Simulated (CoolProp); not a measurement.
Vapour-liquid equilibrium of benzene (1) + m-xylene (2) at 290 K; x and y are mole fractions of (1).

Values from CoolProp's multi-fluid Helmholtz-energy mixture model, Thol 2012 and Zhou 2012; pair parameters Bell 2016.

| x | bubble pressure, mixture model (MPa) | bubble pressure, Raoult's law (MPa) | y, mixture model | y, Raoult's law |
|---|---|---|---|---|
| 0.05 | 0.001106 | 0.001082 | 0.410 | 0.398 |
| 0.15 | 0.001919 | 0.001874 | 0.695 | 0.689 |
| 0.25 | 0.002710 | 0.002665 | 0.808 | 0.807 |
| 0.35 | 0.003489 | 0.003457 | 0.870 | 0.871 |
| 0.45 | 0.004265 | 0.004248 | 0.910 | 0.911 |
| 0.55 | 0.005043 | 0.005040 | 0.937 | 0.939 |
| 0.65 | 0.005826 | 0.005832 | 0.958 | 0.959 |
| 0.75 | 0.006615 | 0.006623 | 0.973 | 0.974 |
| 0.85 | 0.007408 | 0.007415 | 0.986 | 0.986 |
| 0.95 | 0.008205 | 0.008207 | 0.996 | 0.996 |

The largest gap from Raoult's law is +2.4 % in bubble pressure, at x = 0.15. No azeotrope shows between x = 0.05 and 0.95.

The pair parameters rest on a limited set of measurements; away from them the model extrapolates.
